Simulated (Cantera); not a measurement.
An isothermal, constant-pressure homogeneous reactor starts with 24.4 % CH₄, 75.6 % H₂O, at 1200 K and 990000 Pa.

Detailed kinetics in Cantera: GRI-Mech 3.0 (53 species, 325 reactions).

**Question.** Predict: x(CH₄) at 40.0 s; x(H₂O) at 40.0 s; x(CO₂) at 40.0 s; x(C₂H₂) at 40.0 s.

**Answer.** 
```json
{
  "x(CH₄) at 40.0 s": "0.225 (gas-phase equilibrium 0.00229)",
  "x(H₂O) at 40.0 s": "0.748 (gas-phase equilibrium 0.301)",
  "x(CO₂) at 40.0 s": "9.46e-5 (gas-phase equilibrium 0.0472)",
  "x(C₂H₂) at 40.0 s": "0.00232 (gas-phase equilibrium 1.48e-10)"
}
```
